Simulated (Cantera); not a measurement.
Fluorocarbon and chlorocarbon gases: CHF3 + F2 + H2

Charge: 1 mol CHF3, 1.5 mol F2, 2.6 mol H2, at 133 Pa.

Cantera equilibrium calculation (NASA polynomials, part measured and part estimated; ideal gas, pure solids and liquids). Candidate condensed phases: C, C6H6, C7H8, C8H18; 95 gas species. Kinetics and transport are ignored.

From 827 °C to 2327 °C the condensed part is C(graphite). The main C-bearing gas is CH4 at 827 °C and C3 at 2327 °C.

| T (°C) | x HF | x H | x F | x H2 | n C(graphite) |
|---|---|---|---|---|---|
| 827 | 0.984 | 9.07e-8 | 2.93e-12 | 0.0164 | 1.00 |
| 977 | 0.984 | 1.70e-6 | 3.21e-10 | 0.0164 | 1.00 |
| 1127 | 0.984 | 1.71e-5 | 1.30e-8 | 0.0164 | 1.000 |
| 1277 | 0.984 | 0.000110 | 2.58e-7 | 0.0163 | 1.000 |
| 1427 | 0.983 | 0.000513 | 3.06e-6 | 0.0161 | 1.000 |
| 1577 | 0.983 | 0.00184 | 2.48e-5 | 0.0155 | 1.000 |
| 1727 | 0.981 | 0.00523 | 0.000153 | 0.0138 | 1.000 |
| 1877 | 0.977 | 0.0119 | 0.000790 | 0.0107 | 1.000 |
| 2027 | 0.967 | 0.0221 | 0.00365 | 0.00696 | 0.999 |
| 2177 | 0.943 | 0.0372 | 0.0140 | 0.00457 | 0.993 |
| 2327 | 0.886 | 0.0653 | 0.0403 | 0.00386 | 0.948 |
x: gas mole fraction; n: condensed amount in mol.
